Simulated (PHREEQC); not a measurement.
Dissolve 2.1 mmol/kgw KNO3, 0.31 mmol/kgw Ca(OH)2 and 56 mmol/kgw AlCl3 at 25 °C. Closed to the air; pH follows from the charge balance.

Model: ion-association model, phreeqc.dat, run in PHREEQC.

Each row changes one thing in this solution. No solid was allowed to form.

| case | pH | AlOH+2 (mol/kgw) | Al(OH)2+ (mol/kgw) | SI of Gibbsite (Al(OH)3) |
|---|---|---|---|---|
| as made | 3.62 | 0.000907 | 1.08e-5 | +0.50 |
| diluted 10-fold with water | 3.85 | 0.000208 | 7.18e-6 | +0.64 |
| Ca(OH)2 replaced by Ca(HCO3)2 at the same molality | 3.62 | 0.000906 | 1.07e-5 | +0.50 |
| temperature from 25 to 65 °C | 2.94 | 0.00196 | 7.26e-5 | +0.38 |
| AlCl3 from 0.056 to 0.112 mol/kgw | 3.42 | 0.00111 | 7.02e-6 | +0.09 |
| 0.00094 mol/kgw HCl added | 3.25 | 0.000394 | 2.01e-6 | -0.59 |
| KNO3 left out | 3.62 | 0.000908 | 1.08e-5 | +0.50 |
| 0.0054 mol/kgw HBr added | … | 5.88e-5 | … | -3.08 |

Problem. Fill in the missing entries.

Solution. 
- 0.0054 mol/kgw HBr added, pH: 2.42
- 0.0054 mol/kgw HBr added, Al(OH)2+ (mol/kgw): 4.43e-8

Some of these states are supersaturated (in Gibbsite (slow to form), for instance). Away from 25 °C the constants follow the database's enthalpies or fits; those with neither stay at their 25 °C values.
